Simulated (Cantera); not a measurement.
**Si3N4 + F2 + N2 + Cl2 (nitride etching)**

Charge: 1 mol Si3N4, a varied amount of F2, 0.67 mol N2, 2.1 mol Cl2, equilibrated at 750 K and 570 Pa.

Cantera equilibrium calculation (NASA polynomials, part measured and part estimated; ideal gas, pure solids and liquids). Candidate condensed phases: Si, Si3N4; 24 gas species. Kinetics and transport are ignored.

| n(F2) (mol) | x N2 | x ClF | x SiF4 | x SiCl4 | x Cl2 | x F2 | x F | x NF3 | n Si3N4(s) |
|---|---|---|---|---|---|---|---|---|---|
| 1.2 | 0.518 | <1e-12 | 0.175 | 0.307 | <1e-12 | <1e-12 | <1e-12 | <1e-12 | 0.450 |
| 1.9 | 0.500 | <1e-12 | 0.237 | 0.262 | <1e-12 | <1e-12 | <1e-12 | <1e-12 | 0.333 |
| 2.6 | 0.488 | <1e-12 | 0.283 | 0.229 | <1e-12 | <1e-12 | <1e-12 | <1e-12 | 0.217 |
| 3.3 | 0.478 | <1e-12 | 0.319 | 0.203 | <1e-12 | <1e-12 | <1e-12 | <1e-12 | 0.1000 |
| 4 | 0.463 | <1e-12 | 0.347 | 0.173 | 0.0173 | <1e-12 | <1e-12 | <1e-12 | 0 |
| 4.7 | 0.413 | <1e-12 | 0.363 | 0.100 | 0.124 | <1e-12 | <1e-12 | <1e-12 | 0 |
| 5.4 | 0.372 | <1e-12 | 0.377 | 0.0418 | 0.209 | <1e-12 | <1e-12 | <1e-12 | 0 |
| 6.1 | 0.339 | 0.0254 | 0.381 | <1e-12 | 0.254 | 7.76e-11 | 4.28e-7 | <1e-12 | 0 |
| 6.8 | 0.312 | 0.187 | 0.350 | <1e-12 | 0.152 | 7.01e-9 | 4.07e-6 | <1e-12 | 0 |
| 7.5 | 0.288 | 0.324 | 0.324 | <1e-12 | 0.0647 | 4.94e-8 | 1.08e-5 | 2.53e-12 | 0 |
| 8.2 | 0.267 | 0.420 | 0.300 | <1e-12 | 7.07e-7 | 0.00763 | 0.00424 | 0.000148 | 0 |
| 8.9 | 0.248 | 0.392 | 0.280 | <1e-12 | 7.43e-8 | 0.0633 | 0.0122 | 0.00340 | 0 |
| 9.6 | 0.231 | 0.369 | 0.264 | <1e-12 | 3.72e-8 | 0.112 | 0.0162 | 0.00770 | 0 |
x: gas mole fraction; n: condensed amount in mol.

From 1.2 mol F2 to 3.3 mol F2 the condensed part is Si3N4(s). From 4 mol F2 to 9.6 mol F2 nothing is condensed. The main Si-bearing gas is SiCl4 at 1.2 mol F2 and SiF4 at 9.6 mol F2.
